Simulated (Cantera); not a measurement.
What does this Cantera script print?

```python
import numpy as np
import cantera as ct

gas_names = """
    CO2 O3
""".split()
cond_names = """
    C(gr)
""".split()


# ... load() reads the species with a 1 bar reference pressure and builds the phases ...
species = {s.name: s for s in load("nasa_gas.yaml", gas_names) + load("nasa_condensed.yaml", cond_names)}
# Each term lists the table entries of one substance; the one whose range holds T is used.
reactions = {
    '3 CO2(g) = 2 O3(g) + 3 C':
        [(-3, ['CO2']), (2, ['O3']), (3, ['C(gr)'])],
}


def pick(names, T):
    return next(species[n] for n in names if species[n].thermo.min_temp <= T <= species[n].thermo.max_temp)


results = []
for label, terms in reactions.items():
    print(label)
    print("     T/K   dH/kJ  dS/(J/K)   dG/kJ   log10 K")
    for T in [2025, 2125, 2225, 2325, 2425, 2525]:
        used = [(nu, pick(names, T)) for nu, names in terms]
        dH = sum(nu * s.thermo.h(T) for nu, s in used) / 1e6
        dS = sum(nu * s.thermo.s(T) for nu, s in used) / 1e3
        dG = dH - T * dS / 1e3
        logK = -dG * 1e6 / (ct.gas_constant * T * np.log(10))
        results.append((label, T, dH, dS, dG, logK, [s.name for _, s in used]))
        print(f"{T:8g} {dH:8.1f} {dS:8.1f} {dG:8.1f} {logK:8.2f}")
```

Result:

```
3 CO2(g) = 2 O3(g) + 3 C
     T/K   dH/kJ  dS/(J/K)   dG/kJ   log10 K
    2025   1487.5   -127.7   1746.2   -45.04
    2125   1491.0   -126.1   1758.9   -43.23
    2225   1494.9   -124.3   1771.4   -41.59
    2325   1499.3   -122.4   1783.8   -40.07
    2425   1504.1   -120.3   1795.9   -38.68
    2525   1509.3   -118.2   1807.8   -37.40
```

Source: NASA polynomial tables (part measured, part estimated), evaluated in Cantera. Condensed species are held in their standard states even where they would react or evaporate.
